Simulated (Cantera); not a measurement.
A freely propagating, adiabatic, planar premixed flame of H₂ : O₂ : N₂ : H₂O = 1 : 0.278 : 1.04 : 0.29 (molar parts), unburnt at 600 K and 2.66 atm; mixture-averaged transport, grid criteria slope 0.08 and curve 0.16, no radiation.

Cantera simulation using the H2/O2 subset of GRI-Mech 3.0, which has no nitrogen chemistry; the numbers are that mechanism's predictions, not measurements. The hydrogen kinetics of GRI-Mech 3.0 are dated; newer H2 mechanisms differ, most at raised pressure. Burning velocities carry a grid error of a few per cent, more on coarse grids.

Question: How do the results move with these cheaper or finer settings: unity-Lewis-number transport; multicomponent transport; multicomponent+Soret transport; grid criteria slope 0.5, curve 1; grid criteria slope 0.25, curve 0.5; grid criteria slope 0.03, curve 0.06?

Answer: 
| setting | laminar burning velocity | thermal thickness | peak x(O) | peak x(HO₂) | grid points |
|---|---|---|---|---|---|
| as above | 728 cm/s | 0.112 mm | 0.00251 | 0.000785 | 109 |
| unity-Lewis-number transport | 450 cm/s | 0.106 mm | 0.00198 | 0.000535 | 106 |
| multicomponent transport | 719 cm/s | 0.113 mm | 0.00247 | 0.000778 | 109 |
| multicomponent+Soret transport | 692 cm/s | 0.111 mm | 0.00250 | 0.000793 | 109 |
| grid criteria slope 0.5, curve 1 | 782 cm/s | 0.139 mm | 0.00236 | 0.000709 | 42 |
| grid criteria slope 0.25, curve 0.5 | 739 cm/s | 0.125 mm | 0.00238 | 0.000758 | 52 |
| grid criteria slope 0.03, curve 0.06 | 723 cm/s | 0.109 mm | 0.00252 | 0.000794 | 254 |
Unity Lewis numbers drop preferential diffusion, which matters most where H2 and H carry the flame; Soret adds thermal diffusion.
